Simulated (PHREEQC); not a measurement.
0.17 g of hydrous ferric oxide (600 m²/g; 0.2 weak and 0.005 strong sites per Fe, Dzombak-Morel constants, diffuse double layer) in 1 kg of water with 0.1 mol/kgw of an inert sodium salt and 1e-06 mol BaCl2, at 25 °C; the pH is set by adding NaOH or the inert anion's acid. Oxygen is held at 0.21 atm. The system is closed to CO2. Precipitation was switched off in this run.

The numbers come from PHREEQC with the ion-association model, wateq4f.dat.

```json
[
 {"pH": "4", "Ba sorbed (%)": "0.0", "surface charge σ (C/m²)": "0.321", "surface potential ψ (mV)": "147"},
 {"pH": "4.67", "Ba sorbed (%)": "0.0", "surface charge σ (C/m²)": "…", "surface potential ψ (mV)": "135"},
 {"pH": "6", "Ba sorbed (%)": "0.0", "surface charge σ (C/m²)": "0.111", "surface potential ψ (mV)": "93"},
 {"pH": "6.67", "Ba sorbed (%)": "…", "surface charge σ (C/m²)": "0.063", "surface potential ψ (mV)": "67"},
 {"pH": "7.33", "Ba sorbed (%)": "4.1", "surface charge σ (C/m²)": "0.029", "surface potential ψ (mV)": "37"},
 {"pH": "8.67", "Ba sorbed (%)": "…", "surface charge σ (C/m²)": "-0.020", "surface potential ψ (mV)": "-27"},
 {"pH": "9.33", "Ba sorbed (%)": "…", "surface charge σ (C/m²)": "-0.050", "surface potential ψ (mV)": "…"},
 {"pH": "10", "Ba sorbed (%)": "…", "surface charge σ (C/m²)": "…", "surface potential ψ (mV)": "-85"},
 {"pH": "11.33", "Ba sorbed (%)": "100.0", "surface charge σ (C/m²)": "-0.228", "surface potential ψ (mV)": "…"},
 {"pH": "12", "Ba sorbed (%)": "100.0", "surface charge σ (C/m²)": "-0.305", "surface potential ψ (mV)": "-141"}
]
```

**Question.** Fill in the missing entries.

**Answer.** 
- 4.67, surface charge σ (C/m²): 0.253
- 6.67, Ba sorbed (%): 0.4
- 8.67, Ba sorbed (%): 85.2
- 9.33, Ba sorbed (%): 98.3
- 9.33, surface potential ψ (mV): -57
- 10, Ba sorbed (%): 99.8
- 10, surface charge σ (C/m²): -0.093
- 11.33, surface potential ψ (mV): -128
